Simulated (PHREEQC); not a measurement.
0.025 g of hydrous ferric oxide (600 m²/g; 0.2 weak and 0.005 strong sites per Fe, Dzombak-Morel constants, diffuse double layer) in 1 kg of water with 0.005 mol/kgw of an inert sodium salt, at 25 °C; the pH is set by adding NaOH or the inert anion's acid. O2 is buffered at 0.21 atm. No CO2 enters from the air. Precipitation was switched off in this run.

Base run: PHREEQC, ion-association model, wateq4f.dat. Each further column changes one thing. The table gives surface charge σ (C/m²).

```csv
pH,base,background salt from 0.005 to 0.0005 mol/kgw,oxide from 0.025 to 0.12 g/kgw,9e-05 mol/kgw Ag2SO4 added
4,0.182,0.096,0.183,0.036
4.5,0.131,___,0.131,0.034
5,0.090,0.038,0.090,0.030
5.5,0.059,0.023,0.060,0.026
6,0.037,0.014,0.038,0.021
6.5,0.023,0.008,0.023,0.016
7,0.013,___,0.013,0.011
7.5,0.006,0.002,0.006,0.006
8,0.001,0.000,0.001,0.001
8.5,-0.004,-0.001,-0.004,-0.004
9,-0.009,-0.003,-0.009,-0.009
9.5,-0.018,___,-0.018,-0.016
10,-0.030,-0.012,-0.030,___
```

Problem. Complete the blanks.

Solution. 
- 4.5, background salt from 0.005 to 0.0005 mol/kgw: 0.061
- 7, background salt from 0.005 to 0.0005 mol/kgw: 0.004
- 9.5, background salt from 0.005 to 0.0005 mol/kgw: -0.006
- 10, 9e-05 mol/kgw Ag2SO4 added: -0.020
